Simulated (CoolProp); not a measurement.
Vapour-liquid equilibrium of CHF3 (R23) (1) + R152A (2) at 258.5 K; x and y are mole fractions of (1).

Model: multi-fluid Helmholtz-energy mixture model, Penoncello 2003 and Outcalt 1996; pair parameters Bell 2016, in CoolProp.

Give the bubble pressure and the first vapour's composition at x = 0.2, 0.35, 0.5. Is there an azeotrope?

x = 0.2: 0.3930 MPa, y = 0.667; x = 0.35: 0.5944 MPa, y = 0.810; x = 0.5: 0.8105 MPa, y = 0.885. No azeotrope shows between x = 0.05 and 0.95.

Pair parameters are fitted to limited data, so mixtures are less certain than the pure fluids.
